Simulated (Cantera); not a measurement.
What does this Cantera script print?

```python
import numpy as np
import cantera as ct

gas_names = """
    B BH BH2 BH3 BN BO BO2 B2 B2O B2O2 B2O3 B3O3H3 H HBO HBO2 HNO HNO2 HNO3 HO2 H2 H2O H2O2 H3B3O6 N NH
    NH2 NH3 NH2OH NO NO2 NO3 N2 N2H2 N2H4 N2O O OH O2 O3
""".split()
cond_names = """
    B(b) B(L) BN(s) B2O3(L) B3O3H3(cr) H2O(s) H2O(L)
""".split()


# ... load() reads the species with a 1 bar reference pressure and builds the phases ...
atoms = {
    'borazine': {'B': 3, 'N': 3, 'H': 6},
    'H2O': {'H': 2, 'O': 1},
    'H2': {'H': 2},
}
top_T = {'BN(s)': 3200}  # K; cautious upper limits of use, not melting points


# ... equilibrate(T, P, feed) seeds the gas with the atoms and calls Mixture.equilibrate('TP', solver="vcs", rtol=1e-11, max_steps=5000) ...
results = []
feed = {'borazine': 1, 'H2O': 0.08, 'H2': 11}  # mol
T = 2100  # K
P = 10000  # Pa
mix = equilibrate(T, P, feed)
results.append((T, P, feed, dict(zip(mix.species_names, mix.species_moles))))
x = sorted(zip(gas.X, gas.species_names), reverse=True)
print(f"T = {T:g} K  P = {P:g} Pa  gas = {mix.phase_moles(0):.4g} mol")
print("   x: " + "  ".join(f"{s} {v:.3e}" for v, s in x if v > 1e-05))
print("   condensed (mol): " + ("  ".join(f"{mix.phase(i).name} {mix.phase_moles(i):.4g}"
      for i in range(1, mix.n_phases) if mix.phase_moles(i) > 1e-12) or "none"))
```

Result:

```
T = 2100 K  P = 10000 Pa  gas = 14.26 mol
   x: H2 9.790e-01  H 9.749e-03  N2 4.874e-03  HBO 4.840e-03  BH2 7.911e-04  BO 6.380e-04  B2O2 5.652e-05  BH3 1.404e-05  B2O 1.194e-05
   condensed (mol): B(b) 0.0473  BN(s) 2.861
```

These are equilibrium values from Cantera (NASA tables, ideal gas, pure condensed phases), not measurements of a reactor. The feed counts by its element totals alone. Mutual solubility and eutectic melting of coexisting phases are not modelled. The tables' values for BH2 are old estimates; treat these amounts as uncertain. Gases not in the tables: B2H6 and higher boranes.
